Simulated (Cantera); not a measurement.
A freely propagating, adiabatic, planar premixed flame of CO : H2 : CH4 : O2 : N2 : CO2 = 1 : 0.6 : 0.52 : 1.84 : 6.92 : 1.3 (molar parts), unburnt at 400 K and 1130 Torr; mixture-averaged transport, grid criteria slope 0.08 and curve 0.16, no radiation.

Model: GRI-Mech 3.0 (53 species, 325 reactions), integrated in Cantera. Burning velocities carry a grid error of a few per cent, more on coarse grids.

**Question.** Predict: laminar burning velocity; thermal thickness; peak x(OH); peak x(HCN).

**Answer.** 
```json
{
 "laminar_burning_velocity": "50.1 cm/s",
 "thermal_thickness": "0.342 mm",
 "peak x(OH)": "0.00529",
 "peak x(HCN)": "2.38e-7"
}
```
